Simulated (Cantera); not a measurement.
An isothermal, constant-pressure homogeneous reactor starts with H2 : O2 : N2 = 1.5 : 1 : 0.66 (molar parts), at 750 K and 88000 Pa. Integrator tolerance rtol = 1e-08.

Computed with Cantera and GRI-Mech 3.0 (53 species, 325 reactions). Below about 950 K walls govern HO2 and H2O2 in real vessels. The temperature is held fixed by assumption; the heat of reaction is taken as removed at once.

Problem. What does this change do: pressure from 88000 Pa to 14000 Pa?

Solution. 
| quantity | before | after |
|---|---|---|
| x(H2) at 200 s | 0.449 (gas-phase equilibrium <1e-12) | 0.473 (gas-phase equilibrium <1e-12) |
| x(O2) at 200 s | 0.304 (gas-phase equilibrium 0.104) | 0.315 (gas-phase equilibrium 0.104) |
| x(H2O) at 200 s | 0.0321 (gas-phase equilibrium 0.622) | 0.00208 (gas-phase equilibrium 0.622) |
| x(HO2) at 200 s | 4.77e-6 (gas-phase equilibrium 6.43e-12) | 3.17e-6 (gas-phase equilibrium 4.06e-12) |
| x(O) at 200 s | 3.87e-11 (gas-phase equilibrium <1e-12) | 1.44e-10 (gas-phase equilibrium <1e-12) |
| x(NO) at 200 s | <1e-12 (gas-phase equilibrium 3.34e-7) | <1e-12 (gas-phase equilibrium 3.34e-7) |
| x(H2O2) at 200 s | 0.00224 (gas-phase equilibrium 7.56e-12) | 0.000552 (gas-phase equilibrium 3.02e-12) |
Radical loss at walls, strong at low pressure, is not modelled.

Problem. What does this change do: pressure from 88000 Pa to 13300 Pa?

Solution. 
```tsv
quantity	before	after
x(H2) at 200 s	0.449 (gas-phase equilibrium <1e-12)	0.473 (gas-phase equilibrium <1e-12)
x(O2) at 200 s	0.304 (gas-phase equilibrium 0.104)	0.315 (gas-phase equilibrium 0.104)
x(H2O) at 200 s	0.0321 (gas-phase equilibrium 0.622)	0.00211 (gas-phase equilibrium 0.622)
x(HO2) at 200 s	4.77e-6 (gas-phase equilibrium 6.43e-12)	3.24e-6 (gas-phase equilibrium 4.01e-12)
x(O) at 200 s	3.87e-11 (gas-phase equilibrium <1e-12)	1.57e-10 (gas-phase equilibrium <1e-12)
x(NO) at 200 s	<1e-12 (gas-phase equilibrium 3.34e-7)	<1e-12 (gas-phase equilibrium 3.34e-7)
x(H2O2) at 200 s	0.00224 (gas-phase equilibrium 7.56e-12)	0.000556 (gas-phase equilibrium 2.94e-12)
```
Radical loss at walls, strong at low pressure, is not modelled.

Problem. What does this change do: temperature 750 to 1150 K?

Solution. 
| quantity | before | after |
|---|---|---|
| x(H2) at 200 s | 0.449 (gas-phase equilibrium <1e-12) | 8.91e-9 (gas-phase equilibrium 8.91e-9) |
| x(O2) at 200 s | 0.304 (gas-phase equilibrium 0.104) | 0.104 (gas-phase equilibrium 0.104) |
| x(H2O) at 200 s | 0.0321 (gas-phase equilibrium 0.622) | 0.622 (gas-phase equilibrium 0.622) |
| x(HO2) at 200 s | 4.77e-6 (gas-phase equilibrium 6.43e-12) | 1.07e-8 (gas-phase equilibrium 1.07e-8) |
| x(O) at 200 s | 3.87e-11 (gas-phase equilibrium <1e-12) | 2.87e-9 (gas-phase equilibrium 2.87e-9) |
| x(NO) at 200 s | <1e-12 (gas-phase equilibrium 3.34e-7) | 1.36e-6 (gas-phase equilibrium 5.47e-5) |
| x(H2O2) at 200 s | 0.00224 (gas-phase equilibrium 7.56e-12) | 2.82e-9 (gas-phase equilibrium 2.82e-9) |
